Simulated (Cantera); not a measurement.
A freely propagating, adiabatic, planar premixed flame of 11.1 % CH4, 0.398 % H2, 18.6 % O2, 69.9 % N2, unburnt at 525 K and 230000 Pa; mixture-averaged transport, grid criteria slope 0.08 and curve 0.16, no radiation.

Detailed kinetics in Cantera: GRI-Mech 3.0 (53 species, 325 reactions). Burning velocities carry a grid error of a few per cent, more on coarse grids.

x: mole fraction of selected species; z is measured from the peak of heat release.

```tsv
z (mm)	T (K)	u (m/s)	x CH4	x H2	x O2	x HCO	x HO2	x C2H6
-0.581	525	0.703	0.110	0.00555	0.186	<1e-8	9.22e-8	4.82e-8
-0.388	529	0.710	0.110	0.00830	0.185	<1e-8	1.07e-6	8.85e-7
-0.291	544	0.733	0.108	0.0118	0.183	<1e-8	6.03e-6	7.59e-6
-0.194	644	0.875	0.101	0.0184	0.176	<1e-8	4.56e-5	0.000104
-0.0969	1120	1.55	0.0675	0.0281	0.133	7.53e-7	0.000142	0.00104
-0.0484	…	2.16	…	0.0329	…	…	…	…
0	1916	2.70	0.00854	0.0341	0.0410	3.83e-5	6.63e-5	0.000125
0.0484	2077	2.93	…	…	…	…	…	…
0.0969	2122	2.98	3.78e-5	0.0281	0.00659	1.67e-6	4.23e-6	<1e-8
0.194	2161	3.02	1.27e-7	0.0278	0.00314	1.65e-7	2.25e-6	<1e-8
0.388	2203	3.07	<1e-8	0.0277	0.00189	1.15e-7	1.35e-6	<1e-8
0.775	2243	3.12	<1e-8	0.0272	0.000996	7.54e-8	6.68e-7	<1e-8
1.55	2272	3.16	<1e-8	0.0267	0.000434	4.66e-8	2.60e-7	<1e-8
```

Question: What belongs in the gaps?

Answer: 
- -0.0484, T (K): 1543
- -0.0484, x CH4: 0.0358
- -0.0484, x O2: 0.0885
- -0.0484, x HCO: 1.30e-5
- -0.0484, x HO2: 0.000155
- -0.0484, x C2H6: 0.00114
- 0.0484, x CH4: 0.000738
- 0.0484, x H2: 0.0304
- 0.0484, x O2: 0.0150
- 0.0484, x HCO: 1.62e-5
- 0.0484, x HO2: 1.19e-5
- 0.0484, x C2H6: 1.03e-6
